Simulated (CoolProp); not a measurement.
Properties of isopentane along the isobar 1.01 bar (Tc = 460.3 K, pc = 33.78 bar, ω = 0.227).

Computed with CoolProp (reference Helmholtz-energy equation of state, Lemmon 2006). It is a short technical equation, of lower accuracy than the large ones.

```tsv
T (K)	phase	density (kg/m³)	cv (kJ/(kg K))	expansivity (1/kK)	conductivity (mW/(m K))
193.9	liquid	712.8	1.329	1.265	142
202.4	liquid	705.2	1.354	1.279	137
211	liquid	697.4	1.381	1.295	133
219.5	liquid	689.7	1.409	1.315	129
228	liquid	682.0	1.438	1.337	126
236.5	liquid	674.2	1.468	1.362	122
245.1	liquid	666.3	1.499	1.390	119
253.6	liquid	658.4	1.530	1.422	116
262.1	liquid	650.4	1.562	1.458	113
270.6	liquid	642.3	1.595	1.498	110
279.1	liquid	634.0	1.628	1.542	108
287.7	liquid	625.5	1.662	1.593	105
296.2	liquid	617.0	1.696	1.649	102
304.7	gas	3.003	1.586	3.805	15.0
313.2	gas	2.909	1.623	3.645	16.0
```

Thermal conductivity comes from a separate model (Vassiliou 2015).
